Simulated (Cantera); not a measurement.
Input: 1 mol CF4, 0.09 mol HCl, held at 2452 °C and 4.50 mbar.

Cantera equilibrium calculation (NASA polynomials, part measured and part estimated; ideal gas, pure solids and liquids). Candidate condensed phases: C, C6H6, C7H8, C8H18; 118 gas species. The numbers say what is thermodynamically allowed, not how fast it happens.

Base state: F 0.818, CF2 0.0804, CF 0.0502, Cl 0.0237, HF 0.0236, C3 0.00272, C 0.000630, C2 0.000261 (mole fractions); condensed: C(graphite).

What changes in the equilibrium state with this change: HCl from 0.09 to 0.023 mol?


```json
[
 {"species": "F", "before": "0.818", "after": "0.846"},
 {"species": "CF2", "before": "0.0804", "after": "0.0860"},
 {"species": "CF", "before": "0.0502", "after": "0.0519"},
 {"species": "Cl", "before": "0.0237", "after": "0.00619"},
 {"species": "HF", "before": "0.0236", "after": "0.00617"},
 {"species": "H", "before": "8.93e-5", "after": "2.26e-5"},
 {"species": "CF4", "before": "3.81e-5", "after": "4.35e-5"},
 {"species": "CF3", "before": "0.000194", "after": "0.000214"},
 {"species": "C(graphite), mol", "before": "0.467", "after": "0.452"}
]
```
